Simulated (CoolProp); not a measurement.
Vapour-liquid equilibrium of ethanol (1) + dimethyl carbonate (2) at 320.2 K; x and y are mole fractions of (1).

Computed with CoolProp (multi-fluid Helmholtz-energy mixture model, Schroeder 2014 and Zhou 2011; pair parameters Bell 2016).

Give the bubble pressure and the first vapour's composition at x = 0.05, 0.2, 0.95. Is there an azeotrope?

x = 0.05: 0.02348 MPa, y = 0.167; x = 0.2: 0.02893 MPa, y = 0.404; x = 0.95: 0.02795 MPa, y = 0.871. y crosses x between x = 0.5 and 0.65: the model has an azeotrope there.

Pair parameters are fitted to limited data, so mixtures are less certain than the pure fluids.
